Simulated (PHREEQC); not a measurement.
## Buffer: an equilibrium model

Consider water at 25 °C with 0.025 mol NaHSO4, 0.018 mol Na2HPO4 and 0.039 mol NaOH per kg of water. Closed to the air; pH follows from the charge balance.

Equilibrium calculation in PHREEQC: ion-association model, phreeqc.dat.

No solid was allowed to form.

Task: Predict the pH.

Result: pH 11.61.

Task: In which forms is S present?

Result: SO4-2 87 %, NaSO4- 13 % of the S.

Complexes and solids missing from the database can't appear.
